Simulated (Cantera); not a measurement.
Charge: 1 mol CS2, 0.046 mol H2, 1.4 mol N2, 2.7 mol O2, at 2825 K and 0.00133 bar.

These are equilibrium values from Cantera (NASA tables, ideal gas, pure condensed phases), not measurements of a reactor. Candidate condensed phases: C, C6H6, C7H8, C8H18, H2O, H2SO4, S; 150 gas species. The numbers say what is thermodynamically allowed, not how fast it happens.

Base state: O 0.328, N2 0.192, CO 0.134, SO 0.130, S 0.116, O2 0.0399, SO2 0.0321, H 0.0118 (mole fractions); condensed: gas only.

### Question
What changes in the equilibrium state with this change: CS2 replaced by HCl?

### Answer
```json
[
 {"species": "O", "before": "0.328", "after": "0.479"},
 {"species": "N2", "before": "0.192", "after": "0.170"},
 {"species": "Cl", "before": "0", "after": "0.122"},
 {"species": "CO", "before": "0.134", "after": "0"},
 {"species": "SO", "before": "0.130", "after": "0"},
 {"species": "S", "before": "0.116", "after": "0"},
 {"species": "SO2", "before": "0.0321", "after": "0"},
 {"species": "OH", "before": "0.00103", "after": "0.0144"},
 {"species": "H", "before": "0.0118", "after": "0.113"},
 {"species": "O2", "before": "0.0399", "after": "0.0852"},
 {"species": "NO", "before": "0.00819", "after": "0.0113"},
 {"species": "CO2", "before": "0.00582", "after": "0"},
 {"species": "HCl", "before": "0", "after": "0.00333"},
 {"species": "S2", "before": "0.000838", "after": "0"}
]
```
Further candidate phases: NH4Cl.
